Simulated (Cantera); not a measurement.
A closed system holds: 1 mol SiF4, 7.1 mol O3, 1.4 mol H2, equilibrated at 0.0650 bar.

Cantera equilibrium calculation (NASA polynomials, part measured and part estimated; ideal gas, pure solids and liquids). Candidate condensed phases: H2O, Si, SiO2; 38 gas species. The tables hold silica as quartz up to 1696 K and as liquid above; real silica turns to tridymite and cristobalite and melts near 1996 K. Equilibrium is a limit: real reactors are often held back by kinetics, nucleation or transport.

Q: What share of the Si ends up in condensed phases as a function of T (°C), at 452, 552, 652, 752, 852, 952, 1052, 1152, 1252?

A: 
```
T (°C)  Si condensed (%)              as
------  ----------------  --------------
452                 18.3  SiO2(α-quartz)
552                 27.4  SiO2(α-quartz)
652                 36.2  SiO2(β-quartz)
752                 43.6  SiO2(β-quartz)
852                 49.6  SiO2(β-quartz)
952                 54.1  SiO2(β-quartz)
1052                57.6  SiO2(β-quartz)
1152                60.1  SiO2(β-quartz)
1252                62.0  SiO2(β-quartz)
```
